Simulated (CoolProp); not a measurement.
Vapour-liquid equilibrium of CH2F2 (R32) (1) + R134a (2) at 180.9 K; x and y are mole fractions of (1).

Values from CoolProp's multi-fluid Helmholtz-energy mixture model, Tillner-Roth 1997 and Tillner-Roth 1994; pair parameters Lemmon 2004.

```csv
x,"bubble pressure, mixture model (bar)","bubble pressure, Raoult's law (bar)","y, mixture model","y, Raoult's law"
0.05,0.01579,0.01539,0.259,0.241
0.15,0.02253,0.02157,0.534,0.515
0.25,0.02901,0.02774,0.679,0.667
0.35,0.03528,0.03391,0.769,0.764
0.45,0.04137,0.04009,0.832,0.831
0.55,0.04735,0.04626,0.878,0.880
0.65,0.05326,0.05243,0.914,0.918
0.75,0.05915,0.05861,0.944,0.948
0.85,0.06506,0.06478,0.969,0.972
0.95,0.07103,0.07095,0.990,0.991
```

The largest gap from Raoult's law is +4.6 % in bubble pressure, at x = 0.25. No azeotrope shows between x = 0.05 and 0.95.

The pair parameters rest on a limited set of measurements; away from them the model extrapolates.
